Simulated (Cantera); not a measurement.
Gas-phase reforming

An isothermal, constant-pressure homogeneous reactor starts with CH₄ : CO₂ : H₂ = 1 : 1.9 : 0.71 (molar parts), at 2048 K and 233 Torr.

Cantera simulation using GRI-Mech 3.0 (53 species, 325 reactions); the numbers are that mechanism's predictions, not measurements.

```json
[
 {"t (s)": "2.00e-5", "x CH₄": "0.271", "x CO₂": "0.524", "x H₂": "0.198", "x HO₂": "3.01e-11", "x O": "5.16e-9", "x C₂H₆": "4.27e-5"},
 {"t (s)": "0.000120", "x CH₄": "0.201", "x CO₂": "0.483", "x H₂": "0.241", "x HO₂": "6.05e-11", "x O": "5.96e-8", "x C₂H₆": "0.000416"},
 {"t (s)": "0.000719", "x CH₄": "0.0487", "x CO₂": "0.279", "x H₂": "0.291", "x HO₂": "1.34e-10", "x O": "1.20e-7", "x C₂H₆": "4.03e-5"},
 {"t (s)": "0.00431", "x CH₄": "0.00696", "x CO₂": "0.0829", "x H₂": "0.236", "x HO₂": "1.73e-10", "x O": "3.85e-7", "x C₂H₆": "2.05e-6"},
 {"t (s)": "0.0258", "x CH₄": "0.00271", "x CO₂": "0.0430", "x H₂": "0.332", "x HO₂": "4.76e-11", "x O": "3.80e-7", "x C₂H₆": "2.21e-7"},
 {"t (s)": "0.155", "x CH₄": "1.75e-7", "x CO₂": "0.0354", "x H₂": "0.356", "x HO₂": "3.85e-11", "x O": "4.50e-7", "x C₂H₆": "<1e-12"},
 {"t (s)": "0.928", "x CH₄": "5.31e-10", "x CO₂": "0.0354", "x H₂": "0.356", "x HO₂": "3.86e-11", "x O": "4.51e-7", "x C₂H₆": "<1e-12"},
 {"t (s)": "5.57", "x CH₄": "5.31e-10", "x CO₂": "0.0354", "x H₂": "0.356", "x HO₂": "3.86e-11", "x O": "4.51e-7", "x C₂H₆": "<1e-12"},
 {"t (s)": "33.4", "x CH₄": "5.31e-10", "x CO₂": "0.0354", "x H₂": "0.356", "x HO₂": "3.86e-11", "x O": "4.51e-7", "x C₂H₆": "<1e-12"},
 {"t (s)": "200", "x CH₄": "5.31e-10", "x CO₂": "0.0354", "x H₂": "0.356", "x HO₂": "3.86e-11", "x O": "4.51e-7", "x C₂H₆": "<1e-12"}
]
```
x: mole fraction; the columns are a selection and need not sum to one.

Equilibrium at this temperature and pressure: CH₄ 6.02e-10, CO₂ 0.0354, H₂ 0.356, HO₂ 3.86e-11, O 4.51e-7, C₂H₆ <1e-12 (gas phase only).
